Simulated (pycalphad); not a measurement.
An equivalent pycalphad script:

```python
from pycalphad import Database, equilibrium, calculate, variables as v
import numpy as np
db = Database('COST507.tdb')
comps = ['SI', 'AL', 'VA']
phases = ['DIAMOND_A4', 'FCC_A1', 'LIQUID']
eq = equilibrium(db, comps, phases, {v.X('AL'): 0.536, v.T: np.arange(2350, 499, -50), v.P: 101325, v.N: 1}, output=['HM', 'SM'])
```

Computed with pycalphad from the COST 507 light-alloy database (1999), at 1 atm. The data set is of 1999 and partly superseded. Amounts are mole fractions of atoms.

Results at three of the temperatures:

```
T = 2000.00 K, P = 101325 Pa, N = 1 mol of atoms
G = -129133 J/mol, H = 74697 J/mol, S = 101.91 J/(mol K)  (SER reference)
chemical potentials (J/mol): Si -114233, Al -142030
phase             fraction      x(Si)      x(Al)
LIQUID              1.0000     0.4640     0.5360
```

```
T = 1750.00 K, P = 101325 Pa, N = 1 mol of atoms
G = -104138 J/mol, H = 67288 J/mol, S = 97.96 J/(mol K)  (SER reference)
chemical potentials (J/mol): Si -88862, Al -117361
phase             fraction      x(Si)      x(Al)
LIQUID              1.0000     0.4640     0.5360
```

```
T = 650.00 K, P = 101325 Pa, N = 1 mol of atoms
G = -19246 J/mol, H = 8796 J/mol, S = 43.14 J/(mol K)  (SER reference)
chemical potentials (J/mol): Si -15618, Al -22386
phase             fraction      x(Si)      x(Al)
FCC_A1              0.5370     0.0019     0.9981
DIAMOND_A4          0.4630     1.0000   6.54e-09
```

Changes of the phase set, refined by bisection:

```json
[
 {"T (K)": "1297.6", "phases above": "LIQUID", "phases below": "DIAMOND_A4 + LIQUID"},
 {"T (K)": "850.1", "phases above": "DIAMOND_A4 + LIQUID", "phases below": "DIAMOND_A4 + FCC_A1"}
]
```

FCC_A1 is fcc; DIAMOND_A4 is diamond (Si).
